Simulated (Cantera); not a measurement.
## Thermodynamics of metals in furnace atmospheres, feed Pb + O2 + CO

A closed system holds: 1 mol Pb, 0.04 mol O2, a varied amount of CO, held at 1000 Pa.

Method: chemical equilibrium by Gibbs-energy minimisation in Cantera with the NASA 1993 tables (ideal gas, pure condensed phases). Candidate condensed phases: C, Pb, PbO, PbO2, Pb3O4; 15 gas species. Equilibrium is a limit: real reactors are often held back by kinetics, nucleation or transport.

Stable condensed phases:

```
T in °C \ n(CO) in mol
         1.6 2.7 4.4 7.1  12  19  31  51  83
   1450    A   A   A   A   A   A   A   A   A
   1375    A   A   A   A   A   A   A   A   A
   1300    A   A   A   A   A   A   A   A   A
   1225    A   A   A   A   A   A   A   A   A
   1150    A   A   A   A   A   A   A   A   A
   1075    A   A   A   A   A   A   A   A   A
   1000    B   B   B   A   A   A   A   A   A
    925    B   B   B   B   B   A   A   A   A
    850    B   B   B   B   B   B   B   B   A
    775    B   B   B   B   B   B   B   C   C
    700    B   B   B   B   C   C   C   C   C
```

A: gas only; B: Pb; C: C + Pb.
